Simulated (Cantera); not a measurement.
A freely propagating, adiabatic, planar premixed flame of CH4 : O2 : N2 = 1 : 1.54 : 5.78 (molar parts), equivalence ratio 1.3, unburnt at 323 K and 9.87 atm; mixture-averaged transport, grid criteria slope 0.08 and curve 0.16, no radiation.

Detailed kinetics in Cantera: GRI-Mech 3.0 (53 species, 325 reactions). Burning velocities carry a grid error of a few per cent, more on coarse grids.

How do the results move with these cheaper or finer settings: unity-Lewis-number transport; multicomponent transport; multicomponent+Soret transport; grid criteria slope 0.5, curve 1; grid criteria slope 0.25, curve 0.5; grid criteria slope 0.03, curve 0.06?


| setting | laminar burning velocity | thermal thickness | peak x(H) | peak x(CH2) | grid points |
|---|---|---|---|---|---|
| as above | 8.84 cm/s | 0.174 mm | 0.000421 | 9.46e-6 | 132 |
| unity-Lewis-number transport | 6.99 cm/s | 0.206 mm | 0.000431 | 9.07e-6 | 126 |
| multicomponent transport | 8.93 cm/s | 0.177 mm | 0.000423 | 9.53e-6 | 132 |
| multicomponent+Soret transport | 8.89 cm/s | 0.175 mm | 0.000442 | 9.84e-6 | 133 |
| grid criteria slope 0.5, curve 1 | 9.52 cm/s | 0.195 mm | 0.000393 | 8.68e-6 | 29 |
| grid criteria slope 0.25, curve 0.5 | 9.18 cm/s | 0.182 mm | 0.000410 | 9.17e-6 | 50 |
| grid criteria slope 0.03, curve 0.06 | 8.73 cm/s | 0.172 mm | 0.000421 | 9.50e-6 | 329 |
The base run took roughly 4 core-seconds.
Unity Lewis numbers drop preferential diffusion, which matters most where H2 and H carry the flame; Soret adds thermal diffusion.
